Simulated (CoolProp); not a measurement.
Vapour-liquid equilibrium of R134a (1) + isobutane (2) at -3.75 °C; x and y are mole fractions of (1).

The numbers come from the multi-fluid Helmholtz-energy mixture model, Tillner-Roth 1994 and Bücker 2006; pair parameters Bell 2016 in CoolProp.

| x | bubble pressure, mixture model (bar) | bubble pressure, Raoult's law (bar) | y, mixture model | y, Raoult's law |
|---|---|---|---|---|
| 0.05 | 1.859 | 1.430 | 0.283 | 0.089 |
| 0.2 | 2.657 | 1.607 | 0.540 | 0.317 |
| 0.35 | 2.942 | 1.784 | 0.613 | 0.500 |
| 0.5 | 3.041 | 1.961 | 0.647 | 0.650 |
| 0.65 | 3.078 | 2.138 | 0.676 | 0.775 |
| 0.8 | 3.049 | 2.315 | 0.730 | 0.882 |
| 0.95 | 2.780 | 2.492 | 0.882 | 0.972 |

The largest gap from Raoult's law is +65.3 % in bubble pressure, at x = 0.2. y crosses x between x = 0.65 and 0.8: the model has an azeotrope there.

The pair parameters rest on a limited set of measurements; away from them the model extrapolates. With so large a gap from Raoult's law the liquid may split in two, which this calculation doesn't test in full.
